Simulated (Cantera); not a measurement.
Equilibrium for metals in furnace atmospheres: Ti + H2O + CO

Feed: 1 mol Ti, 6.7 mol H2O, 94 mol CO, held at 0.00133 bar.

Cantera equilibrium calculation (NASA polynomials, part measured and part estimated; ideal gas, pure solids and liquids). Candidate condensed phases: C, C6H6, C7H8, C8H18, H2O, Ti, TiC, TiO, TiO2, Ti2O3, Ti3O5, Ti4O7; 113 gas species. Condensed phases not in the tables: Magnéli phases beyond Ti4O7. Equilibrium is a limit: real reactors are often held back by kinetics, nucleation or transport.

```
T (°C)   x CO    x H2   x CO2    x H2O      x H     x OH  n TiO2(rutile)  n Ti4O7(s)
------  -----  ------  ------  -------  -------  -------  --------------  ----------
1475    0.895  0.0570  0.0379  0.00872  0.00149  1.33e-5           1.000           0
1500    0.895  0.0567  0.0377  0.00887  0.00185  1.80e-5           1.000           0
1525    0.895  0.0563  0.0376  0.00901  0.00229  2.41e-5           1.000           0
1550    0.895  0.0559  0.0374  0.00914  0.00280  3.19e-5           1.000           0
1575    0.895  0.0554  0.0373  0.00926  0.00342  4.20e-5           0.999           0
1600    0.894  0.0549  0.0371  0.00937  0.00414  5.48e-5           0.999           0
1625    0.894  0.0544  0.0370  0.00946  0.00499  7.10e-5           0.998           0
1650    0.892  0.0533  0.0389  0.00999  0.00596  9.61e-5               0       0.249
```
x: gas mole fraction; n: condensed amount in mol.

From 1475 °C to 1625 °C the condensed part is TiO2(rutile). At 1650 °C the condensed part is Ti4O7(s). The main Ti-bearing gas is TiO2 throughout.
